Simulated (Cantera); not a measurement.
A perfectly stirred reactor is fed with 65.7 % CH₄, 28.3 % CO₂, 5.98 % H₂O, at 0.987 atm; it is held at 1600 K, and followed from long to short residence time.

Computed with Cantera and GRI-Mech 3.0 (53 species, 325 reactions). GRI-Mech 3.0 stops at C3 and has no aromatics, soot or wall deposition, so with more carbon than oxygen in the feed, carbon stays in small species such as C2H2 where larger ones or solid carbon would form.

**Question.** Predict: x(CH₄) at τ = 1.20 s; x(CO₂) at τ = 1.20 s; x(CH₂O) at τ = 1.20 s; x(CH₃) at τ = 1.20 s; x(CH₄) at τ = 26.0 ms; x(CO₂) at τ = 26.0 ms; x(CH₂O) at τ = 26.0 ms; x(CH₃) at τ = 26.0 ms.

**Answer.** 
```json
{
  "x(CH₄) at τ = 1.20 s": "0.0889",
  "x(CO₂) at τ = 1.20 s": "0.0318",
  "x(CH₂O) at τ = 1.20 s": "4.42e-7",
  "x(CH₃) at τ = 1.20 s": "0.000134",
  "x(CH₄) at τ = 26.0 ms": "0.440",
  "x(CO₂) at τ = 26.0 ms": "0.224",
  "x(CH₂O) at τ = 26.0 ms": "5.08e-6",
  "x(CH₃) at τ = 26.0 ms": "0.000572"
}
```
